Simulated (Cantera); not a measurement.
Stirred combustor or abatement burner

A perfectly stirred reactor is fed with 9.56 % H2, 8.53 % O2, 81.9 % N2, equivalence ratio 0.56, at 4.93 atm; it is adiabatic with a 398 K inlet, and is followed from long to short residence time, starting on the burning branch (τ in s: 0.13, 0.069, 0.037, 0.02, 0.01, 0.0056, 0.003, 0.0016, 0.00084, 0.00045, 0.00024, 0.00013, 6.8e-05).

Computed with Cantera and the H2/O2 subset of GRI-Mech 3.0, which has no nitrogen chemistry. The hydrogen kinetics of GRI-Mech 3.0 are dated; newer H2 mechanisms differ, most at raised pressure.

```
τ (s)    T (K)     x H2    x O2    x HO2   x H2O2   x H2O      x O
-------  -----  -------  ------  -------  -------  ------  -------
0.13      1120  0.00513  0.0419  3.91e-5  2.68e-5  0.0949  6.45e-7
0.069      398   0.0956  0.0853   <1e-12   <1e-12  <1e-12   <1e-12
0.037      398   0.0956  0.0853   <1e-12   <1e-12  <1e-12   <1e-12
0.020      398   0.0956  0.0853   <1e-12   <1e-12  <1e-12   <1e-12
0.010      398   0.0956  0.0853   <1e-12   <1e-12  <1e-12   <1e-12
0.0056     398   0.0956  0.0853   <1e-12   <1e-12  <1e-12   <1e-12
0.0030     398   0.0956  0.0853   <1e-12   <1e-12  <1e-12   <1e-12
0.0016     398   0.0956  0.0853   <1e-12   <1e-12  <1e-12   <1e-12
0.00084    398   0.0956  0.0853   <1e-12   <1e-12  <1e-12   <1e-12
0.00045    398   0.0956  0.0853   <1e-12   <1e-12  <1e-12   <1e-12
0.00024    398   0.0956  0.0853   <1e-12   <1e-12  <1e-12   <1e-12
0.00013    398   0.0956  0.0853   <1e-12   <1e-12  <1e-12   <1e-12
6.8e-5     398   0.0956  0.0853   <1e-12   <1e-12  <1e-12   <1e-12
```
x: mole fraction; the columns are a selection and need not sum to one.
